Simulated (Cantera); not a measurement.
## Pyrogenic steam for wet oxidation

A perfectly stirred reactor is fed with 21.9 % H₂, 30.0 % O₂, 48.0 % N₂, equivalence ratio 0.36, at 0.316 atm; it is held at 1073 K, and followed from long to short residence time.

Detailed kinetics in Cantera: GRI-Mech 3.0 (53 species, 325 reactions). The temperature is held fixed by assumption; the heat of reaction is taken as removed at once.

```csv
τ (s),x H₂,x O₂,x OH,x HO₂,x H₂O
18,8.75e-5,0.214,2.80e-5,3.10e-6,0.246
4.3,0.000241,0.214,4.20e-5,7.74e-6,0.246
1.0,0.000645,0.214,6.64e-5,1.73e-5,0.245
0.25,0.00150,0.215,0.000111,3.16e-5,0.244
0.061,0.00328,0.215,0.000203,5.07e-5,0.242
0.015,0.00676,0.216,0.000390,7.18e-5,0.238
0.0036,0.0137,0.219,0.000771,9.16e-5,0.230
0.00087,0.0271,0.223,0.00149,0.000105,0.213
0.00021,0.0529,0.233,0.00264,0.000107,0.178
```
x: mole fraction; the columns are a selection and need not sum to one.
